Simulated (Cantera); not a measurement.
Feed: 1 mol Fe3O4, 180 mol H2, equilibrated at 11.0 mbar.

Equilibrium computed with Cantera from the NASA thermochemical tables; the gas is ideal and each condensed phase is pure. Candidate condensed phases: Fe, FeO, Fe(OH)2, Fe(OH)3, Fe2O3, Fe3O4, H2O; 12 gas species. Kinetics and transport are ignored.

x: gas mole fraction; n: condensed amount in mol.

```json
[
 {"T (K)": "748", "x H2": "0.978", "x H2O": "0.0222", "x H": "2.71e-12", "x Fe": "<1e-12", "n Fe(α)": "3.00", "n Fe(γ)": "0"},
 {"T (K)": "823", "x H2": "0.978", "x H2O": "0.0222", "x H": "6.92e-11", "x Fe": "<1e-12", "n Fe(α)": "3.00", "n Fe(γ)": "0"},
 {"T (K)": "898", "x H2": "0.978", "x H2O": "0.0222", "x H": "1.03e-9", "x Fe": "<1e-12", "n Fe(α)": "3.00", "n Fe(γ)": "0"},
 {"T (K)": "973", "x H2": "0.978", "x H2O": "0.0222", "x H": "1.02e-8", "x Fe": "<1e-12", "n Fe(α)": "3.00", "n Fe(γ)": "0"},
 {"T (K)": "1048", "x H2": "0.978", "x H2O": "0.0222", "x H": "7.28e-8", "x Fe": "1.27e-11", "n Fe(α)": "3.00", "n Fe(γ)": "0"},
 {"T (K)": "1123", "x H2": "0.978", "x H2O": "0.0222", "x H": "4.02e-7", "x Fe": "2.83e-10", "n Fe(α)": "3.00", "n Fe(γ)": "0"},
 {"T (K)": "1198", "x H2": "0.978", "x H2O": "0.0222", "x H": "1.79e-6", "x Fe": "4.22e-9", "n Fe(α)": "0", "n Fe(γ)": "3.00"},
 {"T (K)": "1273", "x H2": "0.978", "x H2O": "0.0222", "x H": "___", "x Fe": "___", "n Fe(α)": "0", "n Fe(γ)": "3.00"},
 {"T (K)": "1348", "x H2": "0.978", "x H2O": "0.0222", "x H": "2.18e-5", "x Fe": "3.71e-7", "n Fe(α)": "0", "n Fe(γ)": "3.00"},
 {"T (K)": "1423", "x H2": "0.978", "x H2O": "0.0222", "x H": "___", "x Fe": "___", "n Fe(α)": "0", "n Fe(γ)": "3.00"},
 {"T (K)": "1498", "x H2": "0.978", "x H2O": "0.0222", "x H": "0.000162", "x Fe": "1.31e-5", "n Fe(α)": "0", "n Fe(γ)": "3.00"}
]
```

Question: Fill in the missing entries.

Answer: 
- 1423, x H: 6.26e-5
- 1423, x Fe: 2.42e-6
- 1273, x H: 6.72e-6
- 1273, x Fe: 4.52e-8
